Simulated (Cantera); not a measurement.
An adiabatic, constant-volume homogeneous reactor starts with 4.94 % CH4, 11.6 % O2, 83.5 % N2, equivalence ratio 0.85, at 1523 K and 9.87 atm.

Model: GRI-Mech 3.0 (53 species, 325 reactions), integrated in Cantera.

Q: Predict: time of steepest temperature rise; temperature at 0.300 s; equilibrium temperature; x(O2) at 0.300 s; x(H2) at 0.300 s; x(HCO) at 0.300 s.

A: 
| Quantity | Value |
|---|---|
| time of steepest temperature rise | 0.247 ms |
| temperature at 0.300 s | 2675 K |
| equilibrium temperature | 2675 K |
| x(O2) at 0.300 s | 0.0157 (gas-phase equilibrium 0.0157) |
| x(H2) at 0.300 s | 0.00232 (gas-phase equilibrium 0.00232) |
| x(HCO) at 0.300 s | 8.23e-9 (gas-phase equilibrium 8.23e-9) |
